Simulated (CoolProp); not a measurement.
Properties of toluene along the isotherm 346.85 °C (Tc = 318.6 °C, pc = 4126 kPa, ω = 0.266).

Computed with CoolProp (reference Helmholtz-energy equation of state, Lemmon 2006). It is a short technical equation, of lower accuracy than the large ones.

```json
[
 {"p (kPa)": "1150", "phase": "gas", "speed of sound (m/s)": "221.1", "Joule-Thomson coefficient (K/MPa)": "7.327", "isothermal compressibility (1/MPa)": "0.9628", "expansivity (1/kK)": "2.216", "Prandtl number": "0.737", "fugacity coefficient": "0.9140"},
 {"p (kPa)": "2290", "phase": "gas", "speed of sound (m/s)": "197.9", "Joule-Thomson coefficient (K/MPa)": "8.539", "isothermal compressibility (1/MPa)": "0.5570", "expansivity (1/kK)": "3.280", "Prandtl number": "0.783", "fugacity coefficient": "0.8318"},
 {"p (kPa)": "3440", "phase": "gas", "speed of sound (m/s)": "170.7", "Joule-Thomson coefficient (K/MPa)": "10.28", "isothermal compressibility (1/MPa)": "0.4619", "expansivity (1/kK)": "5.564", "Prandtl number": "0.868", "fugacity coefficient": "0.7513"},
 {"p (kPa)": "4580", "phase": "supercritical", "speed of sound (m/s)": "138.7", "Joule-Thomson coefficient (K/MPa)": "12.67", "isothermal compressibility (1/MPa)": "0.5191", "expansivity (1/kK)": "12.58", "Prandtl number": "1.12", "fugacity coefficient": "0.6727"},
 {"p (kPa)": "5730", "phase": "supercritical", "speed of sound (m/s)": "122.5", "Joule-Thomson coefficient (K/MPa)": "9.621", "isothermal compressibility (1/MPa)": "0.5080", "expansivity (1/kK)": "29.44", "Prandtl number": "2.36", "fugacity coefficient": "0.5918"},
 {"p (kPa)": "6880", "phase": "supercritical", "speed of sound (m/s)": "190.8", "Joule-Thomson coefficient (K/MPa)": "3.388", "isothermal compressibility (1/MPa)": "0.1057", "expansivity (1/kK)": "9.748", "Prandtl number": "2.18", "fugacity coefficient": "0.5205"},
 {"p (kPa)": "8020", "phase": "supercritical", "speed of sound (m/s)": "241.2", "Joule-Thomson coefficient (K/MPa)": "1.975", "isothermal compressibility (1/MPa)": "0.05457", "expansivity (1/kK)": "6.212", "Prandtl number": "2.21", "fugacity coefficient": "0.4679"},
 {"p (kPa)": "9170", "phase": "supercritical", "speed of sound (m/s)": "280.6", "Joule-Thomson coefficient (K/MPa)": "1.360", "isothermal compressibility (1/MPa)": "0.03649", "expansivity (1/kK)": "4.771", "Prandtl number": "2.26", "fugacity coefficient": "0.4278"},
 {"p (kPa)": "10300", "phase": "supercritical", "speed of sound (m/s)": "312.8", "Joule-Thomson coefficient (K/MPa)": "1.017", "isothermal compressibility (1/MPa)": "0.02752", "expansivity (1/kK)": "3.984", "Prandtl number": "2.31", "fugacity coefficient": "0.3970"}
]
```

Viscosity comes from a separate model (Avgeri 2015). Thermal conductivity comes from a separate model (Assael 2012).
